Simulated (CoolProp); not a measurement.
Properties of R125 along the isobar 8.98 bar (Tc = 339.2 K, pc = 36.18 bar, ω = 0.305).

Computed with CoolProp (reference Helmholtz-energy equation of state, Lemmon 2005).

```
T (K)   phase  density (kg/m³)  cv (kJ/(kg K))  isothermal compressibility (1/MPa)  viscosity (µPa s)  Prandtl number
-----  ------  ---------------  --------------  ----------------------------------  -----------------  --------------
274.1  liquid             1317          0.7958                            0.006020                202            3.64
293       gas            52.99          0.7564                               1.377               12.9           0.839
311.8     gas            47.62          0.7744                               1.296               13.7           0.806
330.6     gas            43.58          0.7940                               1.249               14.6           0.784
349.4     gas            40.37          0.8153                               1.217               15.3           0.770
368.2     gas            37.70          0.8375                               1.196               16.1           0.759
387.1     gas            35.43          0.8601                               1.180               16.9           0.751
405.9     gas            33.46          0.8822                               1.168               17.6           0.743
424.7     gas            31.74          0.9039                               1.158               18.3           0.737
443.5     gas            30.21          0.9249                               1.151               19.0           0.730
462.4     gas            28.82          0.9453                               1.145               19.7           0.724
481.2     gas            27.58          0.9647                               1.140               20.3           0.718
500       gas            26.45          0.9832                               1.136               21.0           0.712
```

Viscosity comes from a separate model (Huber 2006). Thermal conductivity comes from a separate model (Perkins 2006).
